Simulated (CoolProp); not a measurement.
Properties of R245fa along the isotherm 440 K.

Model: reference Helmholtz-energy equation of state, Akasaka 2015, in CoolProp.

| p (MPa) | phase | cv (kJ/(kg K)) | speed of sound (m/s) | Joule-Thomson coefficient (K/MPa) | Prandtl number |
|---|---|---|---|---|---|
| 3.32 | gas | 1.158 | 116.3 | 12.54 | 1.06 |
| 6.64 | supercritical | 1.169 | 189.8 | 1.881 | 3.04 |
| 9.96 | supercritical | 1.149 | 270.8 | 0.7535 | 2.92 |
| 13.3 | supercritical | 1.141 | 326.0 | 0.3986 | 2.97 |
| 16.6 | supercritical | 1.137 | 369.2 | 0.2194 | 3.04 |
| 19.9 | supercritical | 1.134 | 405.7 | 0.1083 | 3.13 |
| 23.2 | supercritical | 1.132 | 437.7 | 0.03202 | 3.21 |
| 26.6 | supercritical | 1.131 | 467.2 | -0.02536 | 3.30 |
| 29.9 | supercritical | 1.131 | 493.3 | -0.06793 | 3.39 |
| 33.2 | supercritical | 1.130 | 517.4 | -0.1017 | 3.47 |
| 36.5 | supercritical | 1.130 | 539.8 | -0.1292 | 3.56 |

Viscosity comes from a separate model (Bell 2016), an estimate that may be off by 10 % or more. Thermal conductivity comes from a separate model (Huber 2003), an estimate that may be off by 10 % or more.
